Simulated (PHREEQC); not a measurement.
Dissolve 0.23 mol NH4Cl and 0.00023 mol Na2B4O7 per kg of water at 50 °C. Closed to the air; pH follows from the charge balance.

Model: ion-association model, phreeqc.dat, run in PHREEQC.

```json
{
  "pH": "6.05",
  "ionic_strength": "0.230 mol/kgw",
  "activity_of_water": "0.992",
  "specific_conductance": "43400 µS/cm",
  "density": "0.992 g/cm³",
  "total_alkalinity": "0.460 meq/kg"
}
```

```
species  molality  activity   log γ
-------  --------  --------  ------
Cl-         0.230     0.160  -0.158
NH4+        0.230     0.150  -0.183
H3BO3    0.000919  0.000969   0.023
Na+      0.000460  0.000336  -0.136
NH3      0.000460  0.000485   0.023
H2BO3-    1.30e-6   9.46e-7  -0.136
H+        1.14e-6   8.97e-7  -0.105
OH-       8.84e-8   6.05e-8  -0.165
```

No solid was allowed to form. Constants without temperature data keep their 25 °C values here.
